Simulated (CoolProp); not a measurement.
Vapour-liquid equilibrium of n-butane (1) + R113 (2) at 244.8 K; x and y are mole fractions of (1).

Computed with CoolProp (multi-fluid Helmholtz-energy mixture model, Bücker 2006 and Marx 1992; pair parameters Bell 2016).

```
x      bubble pressure (bar)  y at the bubble point  dew pressure at overall composition x (bar)  liquid density (mol/L)
-----  ---------------------  ---------------------  -------------------------------------------  ----------------------
0.05                 0.05220                  0.428                                      0.03289                   9.077
0.125                0.08092                  0.657                                      0.03550                       …
0.2                   0.1069                      …                                      0.03856                   9.309
0.275                 0.1304                  0.819                                      0.04220                   9.430
0.35                  0.1518                  0.857                                            …                   9.554
0.425                      …                  0.885                                            …                   9.683
0.5                   0.1901                  0.907                                      0.05878                   9.816
0.575                 0.2076                  0.924                                            …                       …
0.65                  0.2245                  0.940                                      0.07951                   10.10
0.725                 0.2412                  0.953                                      0.09637                   10.24
0.8                   0.2580                  0.966                                       0.1219                   10.40
0.875                 0.2753                      …                                       0.1639                   10.56
0.95                  0.2933                  0.991                                       0.2369                   10.73
```

**Question.** What belongs in the gaps?

**Answer.** 
- 0.125, liquid density (mol/L): 9.192
- 0.2, y at the bubble point: 0.760
- 0.35, dew pressure at overall composition x (bar): 0.04658
- 0.425, bubble pressure (bar): 0.1716
- 0.425, dew pressure at overall composition x (bar): 0.05198
- 0.575, dew pressure at overall composition x (bar): 0.06761
- 0.575, liquid density (mol/L): 9.954
- 0.875, y at the bubble point: 0.979

No azeotrope shows between x = 0.05 and 0.95.

Pair parameters are fitted to limited data, so mixtures are less certain than the pure fluids.
